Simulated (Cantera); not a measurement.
Feed: 1 mol Al, 49 mol NH3, 7.1 mol N2, equilibrated at 1723.15 K.

Equilibrium computed with Cantera from the NASA thermochemical tables; the gas is ideal and each condensed phase is pure. Candidate condensed phases: Al, AlN; 13 gas species. Rates play no part.

log p: log10 of the partial pressure in bar; n: condensed amount in mol.

| P (Pa) | log p H2 | log p N2 | log p H | log p Al | log p AlH | log p NH3 | n AlN(s) |
|---|---|---|---|---|---|---|---|
| 10 | -4.17 | -4.53 | -5.82 | -6.03 | -8.36 | -12.98 | 0 |
| 63 | -3.36 | -3.73 | -5.42 | -5.48 | -7.41 | -11.37 | 0.435 |
| 400 | -2.55 | -2.93 | -5.01 | -5.88 | -7.40 | -9.75 | 0.964 |
| 2500 | … | … | … | … | -7.40 | … | 0.998 |
| 16000 | … | … | … | … | -7.40 | … | 1.000 |
| 100000 | -0.15 | -0.53 | -3.82 | -7.08 | -7.40 | -4.96 | 1.000 |

Question: What belongs in the gaps?

Answer: 
- 16000, log p H2: -0.95
- 16000, log p N2: -1.32
- 16000, log p H: -4.21
- 16000, log p Al: -6.68
- 16000, log p NH3: -6.55
- 2500, log p H2: -1.76
- 2500, log p N2: -2.13
- 2500, log p H: -4.62
- 2500, log p Al: -6.28
- 2500, log p NH3: -8.16
